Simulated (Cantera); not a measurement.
A perfectly stirred reactor is fed with 0.540 % CH2O, 1.28 % O2, 98.2 % N2, at 4.93 atm; it is held at 1075 K, and followed from long to short residence time.

Cantera simulation using GRI-Mech 3.0 (53 species, 325 reactions); the numbers are that mechanism's predictions, not measurements.

Task: Predict: x(CH2O) at τ = 0.740 s; x(O2) at τ = 0.740 s; x(H2O) at τ = 0.740 s; x(CH2O) at τ = 20.0 ms; x(O2) at τ = 20.0 ms; x(H2O) at τ = 20.0 ms.

Result: 
```json
{
  "x(CH2O) at τ = 0.740 s": "3.48e-5",
  "x(O2) at τ = 0.740 s": "0.00824",
  "x(H2O) at τ = 0.740 s": "0.00530",
  "x(CH2O) at τ = 20.0 ms": "0.000478",
  "x(O2) at τ = 20.0 ms": "0.0103",
  "x(H2O) at τ = 20.0 ms": "0.00408"
}
```
